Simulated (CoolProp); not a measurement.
Saturation properties of tetradecamethylhexasiloxane (MD4M).

The numbers come from the reference Helmholtz-energy equation of state, Thol 2019 in CoolProp.

```csv
T (K),p (MPa),liquid cp (kJ/(kg K)),vapour Z
474.6,0.02275,2.085,___
480.8,0.02731,___,0.9538
487,0.03258,___,0.9473
493.3,0.03873,2.121,0.9400
499.5,0.04566,2.133,0.9323
505.7,0.05352,2.146,___
511.9,0.06242,2.158,___
518.1,0.07243,2.170,___
524.3,0.08367,2.183,0.8943
530.5,0.09621,2.196,___
536.7,0.1102,2.209,0.8707
```

Task: Complete the blanks.

Result: 
- 474.6, vapour Z: 0.9597
- 480.8, liquid cp (kJ/(kg K)): 2.097
- 487, liquid cp (kJ/(kg K)): 2.109
- 505.7, vapour Z: 0.9239
- 511.9, vapour Z: 0.9148
- 518.1, vapour Z: 0.9049
- 530.5, vapour Z: 0.8829

It boils at 532.8 K under 1 atm.
